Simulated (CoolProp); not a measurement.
Properties of carbonyl sulfide at several states (Tc = 105.6 °C, pc = 6.369 MPa, ω = 0.098).

Model: reference Helmholtz-energy equation of state, Lemmon 2006, in CoolProp. It is a short technical equation, of lower accuracy than the large ones.

| T (°C) | p (MPa) | phase | Z | speed of sound (m/s) | Joule-Thomson coefficient (K/MPa) | isothermal compressibility (1/MPa) | expansivity (1/kK) | fugacity coefficient |
|---|---|---|---|---|---|---|---|---|
| 277.05 | 0.323 | gas | 0.9950 | 301.2 | 5.085 | 3.112 | 1.851 | 0.9950 |
| 263.35 | 0.116 | gas | 0.9980 | 298.2 | 5.356 | 8.638 | 1.877 | 0.9980 |
| 327.75 | 26 | supercritical | 0.8450 | 342.6 | ___ | ___ | 3.141 | 0.7894 |
| 225.05 | 10.5 | supercritical | 0.7648 | 258.5 | 5.732 | 0.1222 | 4.710 | 0.7904 |
| 341.45 | 0.412 | gas | 0.9958 | 317.8 | 4.035 | 2.437 | 1.655 | 0.9958 |
| 120.65 | 1.71 | gas | ___ | 244.0 | ___ | ___ | 3.339 | 0.9213 |

### Question
Fill in the missing entries.

### Answer

- 327.75, Joule-Thomson coefficient (K/MPa): 1.995
- 327.75, isothermal compressibility (1/MPa): 0.03635
- 120.65, Z: 0.9154
- 120.65, Joule-Thomson coefficient (K/MPa): 10.92
- 120.65, isothermal compressibility (1/MPa): 0.6425
